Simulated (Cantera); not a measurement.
Feed: 1 mol C2H6, 1.9 mol O2, 5.2 mol H2, equilibrated at 1898 K and 0.100 bar.

Cantera equilibrium calculation (NASA polynomials, part measured and part estimated; ideal gas, pure solids and liquids). Candidate condensed phases: C, C6H6, C7H8, C8H18, H2O; 110 gas species. Rates play no part.

Task: What is the equilibrium state?

Result: 
```json
{
 "x(H2)": "0.637",
 "x(CO)": "0.185",
 "x(H2O)": "0.165",
 "x(CO2)": "0.0114",
 "x(H)": "0.00197",
 "x(OH)": "4.18e-5",
 "gas_amount": "10.21 mol",
 "log10 activity of C(graphite) (absent)": "-4.89"
}
```
